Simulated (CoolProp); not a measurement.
Fluorine along the isotherm 26.85 °C: fugacity coefficient from the reference equation and from simpler models built on Tc = -128.7 °C, pc = 5.240 MPa, ω = 0.045; each cubic takes its own stable root.

The numbers come from the reference Helmholtz-energy equation of state, de Reuck 1990 in CoolProp.

```tsv
p (MPa)	phase	reference
1.25	gas	0.9951
2.5	gas	0.9901
3.75	gas	0.9852
5	gas	0.9805
6.25	supercritical	0.9761
7.5	supercritical	0.9719
8.75	supercritical	0.9681
10	supercritical	0.9645
11.2	supercritical	0.9615
12.5	supercritical	0.9585
13.8	supercritical	0.9558
15	supercritical	0.9536
16.2	supercritical	0.9517
17.5	supercritical	0.9499
18.8	supercritical	0.9484
20	supercritical	0.9473
```

Problem. How far does each simpler model (van der Waals, Redlich-Kwong, Soave-Redlich-Kwong, Peng-Robinson) lie from the reference over these 16 states: mean and median of the absolute difference, and the worst?

Solution. 
- van der Waals: mean 3.2 %, median 3.2 %, worst -5.9 % at 26.85 °C and 20 MPa
- Redlich-Kwong: mean 0.9 %, median 0.8 %, worst -1.6 % at 26.85 °C and 20 MPa
- Soave-Redlich-Kwong: mean 1.5 %, median 1.6 %, worst +2.7 % at 26.85 °C and 20 MPa
- Peng-Robinson: mean 1.3 %, median 1.4 %, worst -2.3 % at 26.85 °C and 20 MPa
